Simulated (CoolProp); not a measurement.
2000 sccm (0 °C, 1 atm) of nitrogen bubbles through liquid propylene glycol at 352.8 K and leaves saturated at a total pressure of 0.0165 MPa (ideal gas phase). Each further row changes one setting.

Values from CoolProp's reference Helmholtz-energy equation of state, Eisenbach 2021.

```
case                      vapour pressure (kPa)  mole fraction of vapour  delivery (mg/min)  delivery (sccm)  change of delivery for a bath 1 K warmer (%)
------------------------  ---------------------  -----------------------  -----------------  ---------------  --------------------------------------------
as stated                                 0.959                   0.0581                419              123                                           6.5
bath temperature 357.8 K                   1.28                   0.0778                573              169                                           6.4
total pressure 0.033 MPa                  0.959                   0.0290                203             59.8                                           6.3
```
